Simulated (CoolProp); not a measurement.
Vapour-liquid equilibrium of dimethyl carbonate (1) + n-nonane (2) at 0.155 MPa; x and y are mole fractions of (1).

The numbers come from the multi-fluid Helmholtz-energy mixture model, Zhou 2011 and Lemmon 2006; pair parameters Bell 2016 in CoolProp.

```tsv
x	bubble temperature (°C)	y at the bubble point	dew temperature at overall composition x (°C)	liquid density (mol/L)
0.05	?	0.330	165.6	4.856
0.15	132.4	0.648	161.3	5.281
0.25	121.1	0.770	156.7	?
0.35	114.9	?	?	6.095
0.45	111.4	0.855	146.0	6.537
0.55	109.4	0.874	139.7	7.033
0.65	108.0	0.888	?	?
0.75	106.8	0.903	123.2	8.271
0.85	105.7	0.926	112.0	?
0.95	104.5	0.967	104.9	10.03
```

Task: Some entries are withheld; supply them.

Result: 
- 0.05, bubble temperature (°C): 152.7
- 0.25, liquid density (mol/L): 5.684
- 0.35, y at the bubble point: 0.826
- 0.35, dew temperature at overall composition x (°C): 151.7
- 0.65, dew temperature at overall composition x (°C): 132.2
- 0.65, liquid density (mol/L): 7.602
- 0.85, liquid density (mol/L): 9.070

No azeotrope shows between x = 0.05 and 0.95.

The pair parameters rest on a limited set of measurements; away from them the model extrapolates. With so large a gap from Raoult's law the liquid may split in two, which this calculation doesn't test in full.
